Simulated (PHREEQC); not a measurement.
A PHREEQC input (ion-association model, phreeqc.dat):

```
SOLUTION 1
  temp 20
  units mg/kgw
  pH 6.06
  pe 11
  Na 0.265
  K 0.0812
  Ca 0.249
  Mg 0.139
  Cl 0.516 charge
  Li 0.1 charge
  S(6) 0.0431 as SO4
  Alkalinity 1.34 as HCO3
  Br 0.0323
  Cu(2) 0.0441
  Pb 0.0595
END
USE solution 1
EQUILIBRIUM_PHASES 1
  Quartz 0 0.5
  CO2(g) -2.5 10
END
```

It stops with these messages:

```
ERROR: Charge balance specified for more than one species.
ERROR: Program terminating due to input errors.
```

The fault: two constituents marked charge. The line should read `Cl 0.516` where the input has `Cl 0.516 charge / Li 0.1 charge`. With the mend the run ends at pH 5.67 and ionic strength 5.41e-5 mol/kgw.
